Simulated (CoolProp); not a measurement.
Computed with CoolProp (reference Helmholtz-energy equation of state, Thol 2019).

Task: Give the vapour pressure (kPa), liquid density (kg/m³), enthalpy of vaporisation (kJ/kg), liquid viscosity (µPa s) of saturated n-hexane at 436.5, 467.2 K.

Result: 
| T (K) | p (kPa) | liquid density (kg/m³) | enthalpy of vaporisation (kJ/kg) | liquid viscosity (µPa s) |
|---|---|---|---|---|
| 436.5 | 970 | 501 | 243 | 92.4 |
| 467.2 | 1640 | 448 | 194 | 69.4 |

Viscosity comes from a separate model (Michailidou 2013).
